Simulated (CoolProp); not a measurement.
Model: reference Helmholtz-energy equation of state, Zhou 2014, in CoolProp.

Question: Give the vapour pressure (MPa), liquid density (kg/m³), vapour density (kg/m³), liquid cp (kJ/(kg K)) of saturated cyclohexane at 179.05, 189.55, 194.75 °C.

Answer: 
| T (°C) | p (MPa) | liquid density (kg/m³) | vapour density (kg/m³) | liquid cp (kJ/(kg K)) |
|---|---|---|---|---|
| 179.05 | 0.951 | 607 | 26.0 | 2.70 |
| 189.55 | 1.14 | 592 | 31.3 | 2.78 |
| 194.75 | 1.24 | 585 | 34.3 | 2.83 |
